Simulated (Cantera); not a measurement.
Cantera run:

```python
import numpy as np
import cantera as ct

gas_names = """
    F F2 H HF H2 H2F2 H3F3 H4F4 H5F5 H6F6 H7F7 Si SiF SiF2 SiF3 SiF4 SiH SiHF3 SiH2 SiH2F2 SiH3 SiH3F
    SiH4 Si2 Si3
""".split()
cond_names = """
    Si(cr) Si(L)
""".split()


def load(file, names, dense=False):
    # The tables refer to 1 bar. Condensed volumes are neglected.
    table = {s.name: s for s in ct.Species.list_from_file(file)}
    out = []
    for n in names:
        d = dict(table[n].input_data)
        d["thermo"] = dict(d["thermo"], **{"reference-pressure": 1e5})
        if dense:
            d["equation-of-state"] = {"model": "constant-volume", "density": "1e6 g/cm^3"}
        out.append(ct.Species.from_dict(d))
    return out


gas = ct.Solution(thermo="ideal-gas", species=load("nasa_gas.yaml", gas_names))
cond = {s.name: ct.Solution(thermo="fixed-stoichiometry", species=[s], name=s.name)
        for s in load("nasa_condensed.yaml", cond_names, dense=True)}
atoms = {
    'Si': {'Si': 1},
    'F2': {'F': 2},
    'H2': {'H': 2},
}
top_T = {}  # K; cautious upper limits of use, not melting points


def equilibrate(T, P, feed):
    n = {}
    for name, mol in feed.items():
        for a, k in atoms[name].items():
            n[a] = n.get(a, 0.0) + k * mol
    gas.TPX = T, P, n
    mass = sum(n.values()) * gas.mean_molecular_weight
    gas.equilibrate("TP")
    valid = [c for c in cond.values() if c.min_temp <= T <= top_T.get(c.name, c.max_temp)]
    mix = ct.Mixture([(gas, mass / gas.mean_molecular_weight)] + [(c, 0.0) for c in valid])
    mix.T, mix.P = T, P
    mix.equilibrate("TP", solver="vcs", rtol=1e-11, max_steps=5000)
    return mix


results = []
feed = {'Si': 1, 'F2': 2, 'H2': 0.72}  # mol
P = 100000  # Pa
for T in [798, 898, 998, 1098, 1198, 1298, 1398, 1498, 1598]:
    mix = equilibrate(T, P, feed)
    results.append((T, P, feed, dict(zip(mix.species_names, mix.species_moles))))

top = {s: max(r[3][s] / sum(r[3][g] for g in gas_names) for r in results) for s in gas_names}
cols = sorted((s for s in top if top[s] > 0.0001), key=lambda s: -top[s])[:6]
seen = [c for c in cond_names if any(r[3].get(c, 0) > 1e-12 for r in results)]
print("log10 of partial pressures in bar; condensed amounts in mol")
print(f"{'T/K':>10s}" + "".join(f"{s[:9]:>10s}" for s in cols + seen))
for T, P, feed, n in results:
    ng = sum(n[g] for g in gas_names)
    print(f"{T:10.4g}" + "".join(f"{np.log10(max(n[s] / ng * P / 1e5, 1e-99)):10.3f}" for s in cols)
          + "".join(f"{n.get(c, 0):10.4g}" for c in seen))
```

Output:

```
log10 of partial pressures in bar; condensed amounts in mol
       T/K      SiF4        H2        HF      SiF3     SiHF3      SiF2
       798    -0.236    -0.378    -4.045    -7.612    -4.045   -14.232
       898    -0.236    -0.378    -3.544    -6.257    -3.546   -11.760
       998    -0.236    -0.379    -3.145    -5.178    -3.150    -9.792
      1098    -0.237    -0.380    -2.816    -4.303    -2.832    -8.196
      1198    -0.238    -0.381    -2.535    -3.584    -2.577    -6.888
      1298    -0.240    -0.383    -2.283    -2.995    -2.379    -5.818
      1398    -0.243    -0.387    -2.047    -2.514    -2.234    -4.948
      1498    -0.249    -0.392    -1.822    -2.124    -2.134    -4.244
      1598    -0.258    -0.399    -1.609    -1.807    -2.071    -3.672
```

Method: chemical equilibrium by Gibbs-energy minimisation in Cantera with the NASA 1993 tables (ideal gas, pure condensed phases). The tables' values for SiF3, SiF2 are old estimates; treat these amounts as uncertain.
